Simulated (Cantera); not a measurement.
Thermodynamics of iron carbonyl, mercury and lead vapours, feed PbO + CO + H₂

Input: 1 mol PbO, 8.1 mol CO, 0.43 mol H₂, equilibrated at 0.380 bar.

Equilibrium computed with Cantera from the NASA thermochemical tables; the gas is ideal and each condensed phase is pure. Candidate condensed phases: C, C₆H₆, C₇H₈, C₈H₁₈, H₂O, Pb, PbO, PbO₂, Pb₃O₄; 113 gas species. Equilibrium is a limit: real reactors are often held back by kinetics, nucleation or transport.

```json
[
 {"T (K)": "900", "x CO": "0.468", "x CO₂": "0.465", "x Pb": "3.60e-6", "x H₂": "0.0464", "x H₂O": "0.0201", "x CH₄": "0.000256", "x Pb₂": "2.14e-12", "n C(graphite)": "2.11", "n Pb(l)": "1.000"},
 {"T (K)": "975", "x CO": "0.744", "x CO₂": "0.202", "x Pb": "2.41e-5", "x H₂": "0.0465", "x H₂O": "0.00789", "x CH₄": "0.000103", "x Pb₂": "5.18e-11", "n C(graphite)": "0.651", "n Pb(l)": "1.000"},
 {"T (K)": "1050", "x CO": "0.837", "x CO₂": "0.112", "x Pb": "0.000122", "x H₂": "0.0452", "x H₂O": "0.00514", "x CH₄": "2.26e-5", "x Pb₂": "7.84e-10", "n C(graphite)": "0", "n Pb(l)": "0.999"},
 {"T (K)": "1125", "x CO": "0.838", "x CO₂": "0.111", "x Pb": "0.000498", "x H₂": "0.0440", "x H₂O": "0.00639", "x CH₄": "2.99e-6", "x Pb₂": "8.18e-9", "n C(graphite)": "0", "n Pb(l)": "0.996"},
 {"T (K)": "1200", "x CO": "0.839", "x CO₂": "0.109", "x Pb": "0.00169", "x H₂": "0.0427", "x H₂O": "0.00764", "x CH₄": "5.05e-7", "x Pb₂": "6.31e-8", "n C(graphite)": "0", "n Pb(l)": "0.986"},
 {"T (K)": "1275", "x CO": "0.837", "x CO₂": "0.108", "x Pb": "0.00496", "x H₂": "0.0413", "x H₂O": "0.00885", "x CH₄": "1.04e-7", "x Pb₂": "3.79e-7", "n C(graphite)": "0", "n Pb(l)": "0.957"},
 {"T (K)": "1350", "x CO": "0.832", "x CO₂": "0.106", "x Pb": "0.0129", "x H₂": "0.0398", "x H₂O": "0.00995", "x CH₄": "2.51e-8", "x Pb₂": "1.85e-6", "n C(graphite)": "0", "n Pb(l)": "0.889"},
 {"T (K)": "1425", "x CO": "0.818", "x CO₂": "0.103", "x Pb": "0.0301", "x H₂": "0.0380", "x H₂O": "0.0109", "x CH₄": "6.84e-9", "x Pb₂": "7.63e-6", "n C(graphite)": "0", "n Pb(l)": "0.735"},
 {"T (K)": "1500", "x CO": "0.790", "x CO₂": "0.0982", "x Pb": "0.0646", "x H₂": "0.0357", "x H₂O": "0.0115", "x CH₄": "1.99e-9", "x Pb₂": "2.71e-5", "n C(graphite)": "0", "n Pb(l)": "0.410"}
]
```
x: gas mole fraction; n: condensed amount in mol.

From 900 K to 975 K the condensed part is C(graphite) + Pb(l). From 1050 K to 1500 K the condensed part is Pb(l). The main Pb-bearing gas is Pb throughout.
